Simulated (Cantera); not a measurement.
## Fluorocarbon and chlorocarbon gases: CCl₄ + Si

Input: 1 mol CCl₄, a varied amount of Si, equilibrated at 800 K and 2.00 mbar.

Equilibrium computed with Cantera from the NASA thermochemical tables; the gas is ideal and each condensed phase is pure. Candidate condensed phases: C, Si, SiC; 24 gas species. Gases not in the tables: chlorinated aromatics. Kinetics and transport are ignored.

From 0.074 mol Si to 0.96 mol Si the condensed part is C(graphite). The main Si-bearing gas is SiCl₄ throughout.

```json
[
 {"n(Si) (mol)": "0.074", "log p Cl₂": "-2.72", "log p SiCl₄": "-4.11", "log p Cl": "-6.39", "log p CCl₄": "-6.42", "log p C₂Cl₄": "-10.54", "n C(graphite)": "1.000"},
 {"n(Si) (mol)": "0.11", "log p Cl₂": "-2.73", "log p SiCl₄": "-3.93", "log p Cl": "-6.39", "log p CCl₄": "-6.44", "log p C₂Cl₄": "-10.55", "n C(graphite)": "1.000"},
 {"n(Si) (mol)": "0.17", "log p Cl₂": "-2.74", "log p SiCl₄": "-3.73", "log p Cl": "-6.40", "log p CCl₄": "-6.47", "log p C₂Cl₄": "-10.59", "n C(graphite)": "1.000"},
 {"n(Si) (mol)": "0.27", "log p Cl₂": "-2.77", "log p SiCl₄": "-3.51", "log p Cl": "-6.42", "log p CCl₄": "-6.53", "log p C₂Cl₄": "-10.65", "n C(graphite)": "1.000"},
 {"n(Si) (mol)": "0.41", "log p Cl₂": "-2.83", "log p SiCl₄": "-3.29", "log p Cl": "-6.44", "log p CCl₄": "-6.64", "log p C₂Cl₄": "-10.76", "n C(graphite)": "1.000"},
 {"n(Si) (mol)": "0.62", "log p Cl₂": "-2.96", "log p SiCl₄": "-3.05", "log p Cl": "-6.51", "log p CCl₄": "-6.90", "log p C₂Cl₄": "-11.02", "n C(graphite)": "1.000"},
 {"n(Si) (mol)": "0.96", "log p Cl₂": "-3.81", "log p SiCl₄": "-2.73", "log p Cl": "-6.94", "log p CCl₄": "-8.61", "log p C₂Cl₄": "-12.73", "n C(graphite)": "1.000"}
]
```
log p: log10 of the partial pressure in bar; n: condensed amount in mol.
